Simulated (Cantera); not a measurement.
Input: 1 mol Al(CH3)3, 1.2 mol NH3, 31 mol N2, at 100 Torr.

Cantera equilibrium calculation (NASA polynomials, part measured and part estimated; ideal gas, pure solids and liquids). Candidate condensed phases: Al, AlN, C, C6H6, C7H8, C8H18; 97 gas species. The feed counts by its element totals alone. Equilibrium is a limit: real reactors are often held back by kinetics, nucleation or transport.

Task: At 1525 K, list the 4 most abundant gas species with their mole fractions, and the condensed phases.

Result: N2 0.831, H2 0.168, HCN 0.000470, H 2.66e-5. Condensed: AlN(s) + C(graphite).
